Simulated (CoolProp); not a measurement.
The fluid at 298.15 K and 1.77 MPa flows at 7.9 m/s in a round tube of 4.6 mm bore and 0.25 µm roughness, fully developed (64/Re and Nu = 3.66 if laminar; Colebrook and Gnielinski if turbulent). The same conditions are run with several fluids, on thermodynamics alone (safety and materials aside).

The numbers come from the reference Helmholtz-energy equation of state of each fluid (C3F8 (R218): Lemmon 2006; R141b: Lemmon 2006; R227EA: Lemmon 2016; toluene: Lemmon 2006; R142b: Lemmon 2006) in CoolProp.

```
fluid        Reynolds number  Darcy friction factor  pressure drop (Pa/m)  heat-transfer coefficient (W/(m² K))  mass flow (kg/h)
-----------  ---------------  ---------------------  --------------------  ------------------------------------  ----------------
C3F8 (R218)           279000                 0.0152                138000                                 12000               633
R141b                 108000                 0.0180                151000                                     ?               585
R227EA                205000                 0.0160                     ?                                     ?               661
toluene                56000                 0.0206                121000                                     ?                 ?
R142b                 173000                 0.0165                125000                                 13100                 ?
```

Problem. What belongs in the gaps?

Solution. 
- R141b, heat-transfer coefficient (W/(m² K)): 11300
- R227EA, pressure drop (Pa/m): 152000
- R227EA, heat-transfer coefficient (W/(m² K)): 12600
- toluene, heat-transfer coefficient (W/(m² K)): 10600
- toluene, mass flow (kg/h): 408
- R142b, mass flow (kg/h): 528

Transport values come from each fluid's own correlations; those of C3F8 (R218), R141b, R227EA, R142b are estimates that may be off by 10 % or more.
